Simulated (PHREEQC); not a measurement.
Solution A (0.023 mol/kgw NaOH and 0.16 mol/kgw K3PO4) is mixed with solution B (0.0016 mol/kgw NaH2PO4 and 0.26 mol/kgw H2SO4) at 40 °C; shares are by mass of water, 1 kg in all. O2 is buffered at 0.21 atm. No CO2 enters from the air. Only these solids could form: Mirabilite.

Model: ion-association model, wateq4f.dat, run in PHREEQC.

```
share of solution B     pH  HSO4- (mol/kgw)  PO4-3 (mol/kgw)  H2PO4- (mol/kgw)  HPO4-2 (mol/kgw)  H3PO4 (mol/kgw)  SO4-2 (mol/kgw)
-------------------  -----  ---------------  ---------------  ----------------  ----------------  ---------------  ---------------
0                    12.01                0            0.133           8.71e-8            0.0233                0                0
0.1                  11.60                ?           0.0933           4.43e-7            0.0446                0           0.0164
0.2                  11.00         1.29e-11           0.0374           3.42e-6            0.0803                0                ?
0.4                   3.82         0.000484         2.90e-12            0.0948          0.000124          0.00166                ?
0.5                   2.00           0.0322                0            0.0374           7.24e-7           0.0434           0.0675
0.6                   1.50           0.0828                0            0.0137           8.10e-8           0.0513           0.0529
0.8                   0.95            0.171                0           0.00231           3.81e-9           0.0310           0.0305
0.9                   0.78            0.206                0          0.000857                 ?           0.0166           0.0256
1                     0.66            0.237                0           6.06e-5          5.37e-11          0.00154           0.0227
```

Q: What belongs in the gaps?

A: 
- 0.1, HSO4- (mol/kgw): 1.47e-12
- 0.2, SO4-2 (mol/kgw): 0.0333
- 0.4, SO4-2 (mol/kgw): 0.0682
- 0.9, HPO4-2 (mol/kgw): 9.89e-10

The ionic strength reaches 0.92 mol/kgw; past about 0.7 this activity model is rough. H3PO4, which wateq4f.dat lacks, is added to it with the constant of phreeqc.dat. At this temperature some constants are extrapolated from 25 °C, and those without enthalpy data are left unchanged.
